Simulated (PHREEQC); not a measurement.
## Alkaline etch or developer: speciation

Solution (74 °C): 1.6 mmol/kgw TMAH and 0.12 mmol/kgw Na2SiO3. Closed to the air; pH follows from the charge balance.

The numbers come from PHREEQC with the ion-association model, phreeqc.dat.

Each row changes one thing in this solution. This is a speciation only: nothing precipitates in the calculation.

| case | pH | ionic strength (mol/kgw) | H3SiO4- (mol/kgw) | H4SiO4 (mol/kgw) | SI of Quartz (SiO2) |
|---|---|---|---|---|---|
| as made | 9.93 | 0.00184 | 9.82e-5 | 2.11e-5 | -1.32 |
| temperature from 74 to 60 °C | 10.23 | 0.00184 | 0.000104 | 1.47e-5 | -1.31 |
| temperature from 74 to 70 °C | 10.01 | 0.00184 | 0.000100 | 1.91e-5 | -1.31 |
| TMAH from 0.0016 to 0.00176 mol/kgw | 9.96 | ? | 9.96e-5 | 1.96e-5 | -1.35 |
| Na2SiO3 from 0.00012 to 2.4e-05 mol/kgw | 9.90 | 0.00165 | 1.94e-5 | 4.45e-6 | -1.99 |
| diluted 100-fold with water | 7.97 | 1.84e-5 | 5.63e-8 | 1.14e-6 | -2.58 |
| Na2SiO3 from 0.00012 to 1.2e-05 mol/kgw | 9.89 | 0.00162 | 9.69e-6 | 2.24e-6 | -2.29 |
| 0.0021 mol/kgw Li2CO3 added | 10.09 | 0.00716 | 0.000104 | 1.46e-5 | -1.47 |
| Na2SiO3 from 0.00012 to 0.000108 mol/kgw | 9.92 | ? | 8.83e-5 | 1.91e-5 | -1.36 |

Question: Some entries are withheld; supply them.

Answer: 
- TMAH from 0.0016 to 0.00176 mol/kgw, ionic strength (mol/kgw): 0.00200
- Na2SiO3 from 0.00012 to 0.000108 mol/kgw, ionic strength (mol/kgw): 0.00182

(CH3)4N+ isn't in the database: it is added as a free cation with an ion size of 4 Å. At this temperature some constants are extrapolated from 25 °C, and those without enthalpy data are left unchanged.
